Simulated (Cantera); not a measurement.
Ignition delay

Mixture: CH4 : O2 : N2 = 1 : 1.33 : 5.01 (molar parts), equivalence ratio 1.5, at 0.543 atm, adiabatic and at constant pressure. Ignition delay is the time to a rise of 400 K.

Cantera simulation using GRI-Mech 3.0 (53 species, 325 reactions); the numbers are that mechanism's predictions, not measurements.

```json
[
 {"T0 (K)": "1275", "delay (ms)": "32.6"},
 {"T0 (K)": "1350", "delay (ms)": "12.2"},
 {"T0 (K)": "1425", "delay (ms)": "4.92"},
 {"T0 (K)": "1500", "delay (ms)": "2.17"},
 {"T0 (K)": "1575", "delay (ms)": "1.06"},
 {"T0 (K)": "1650", "delay (ms)": "0.564"},
 {"T0 (K)": "1725", "delay (ms)": "0.324"}
]
```

| Quantity | Result |
|---|---|
| apparent activation energy between 1575 and 1725 K | 180 kJ/mol |
